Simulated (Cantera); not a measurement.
## Carbon deposition, reforming and gasification: C₃H₈ + CO₂ + N₂

Feed: 1 mol C₃H₈, 3.2 mol CO₂, 0.62 mol N₂.

Equilibrium computed with Cantera from the NASA thermochemical tables; the gas is ideal and each condensed phase is pure. Candidate condensed phases: C, C₆H₆, C₇H₈, C₈H₁₈, H₂O; 136 gas species. The ideal-gas law is rough above about 30 bar. Equilibrium is a limit: real reactors are often held back by kinetics, nucleation or transport.

Question: Map the stable condensed phases over T = 552, 627, 702, 777, 852, 927, 1002, 1077, 1152, 1227, 1302, 1377 °C and P in Pa = 10, 72, 520, 3700, 27000, 190000, 1400000, 10000000.

Answer: 
```
T in °C \ P in Pa
               10       72      520     3700    27000   190000  1400000 10000000
   1377         A        A        A        A        A        A        A        A
   1302         A        A        A        A        A        A        A        A
   1227         A        A        A        A        A        A        A        B
   1152         A        A        A        A        A        A        A        B
   1077         A        A        A        A        A        A        A        B
   1002         A        A        A        A        A        A        B        B
    927         A        A        A        A        A        A        B        B
    852         A        A        A        A        A        B        B        B
    777         A        A        A        A        B        B        B        B
    702         A        A        A        A        B        B        B        B
    627         A        A        A        B        B        B        B        B
    552         A        A        B        B        B        B        B        B
```
A: gas only; B: C.
